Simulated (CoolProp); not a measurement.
R1336mzz(Z) along the isobar 41.2 bar: Z from the reference equation and from simpler models built on Tc = 444.5 K, pc = 29.04 bar, ω = 0.386; each cubic takes its own stable root.

The numbers come from the reference Helmholtz-energy equation of state, McLinden 2020 in CoolProp.

```json
[
 {"T (K)": "223.5", "phase": "liquid", "reference": "0.2344"},
 {"T (K)": "233.3", "phase": "liquid", "reference": "0.2278"},
 {"T (K)": "243.1", "phase": "liquid", "reference": "0.2218"},
 {"T (K)": "252.9", "phase": "liquid", "reference": "0.2164"},
 {"T (K)": "262.7", "phase": "liquid", "reference": "0.2116"},
 {"T (K)": "272.5", "phase": "liquid", "reference": "0.2072"},
 {"T (K)": "282.3", "phase": "liquid", "reference": "0.2033"},
 {"T (K)": "292.1", "phase": "liquid", "reference": "0.1998"},
 {"T (K)": "301.9", "phase": "liquid", "reference": "0.1967"},
 {"T (K)": "311.7", "phase": "liquid", "reference": "0.1941"},
 {"T (K)": "321.5", "phase": "liquid", "reference": "0.1918"},
 {"T (K)": "331.3", "phase": "liquid", "reference": "0.1898"}
]
```

Q: How far does each simpler model (Redlich-Kwong, Soave-Redlich-Kwong, Peng-Robinson) lie from the reference over these 12 states: mean and median of the absolute difference, and the worst?

A: 
- Redlich-Kwong: mean 22.5 %, median 22.5 %, worst +23.0 % at 331.3 K and 41.2 bar
- Soave-Redlich-Kwong: mean 17.3 %, median 17.0 %, worst +18.9 % at 223.5 K and 41.2 bar
- Peng-Robinson: mean 4.1 %, median 3.9 %, worst +5.9 % at 223.5 K and 41.2 bar
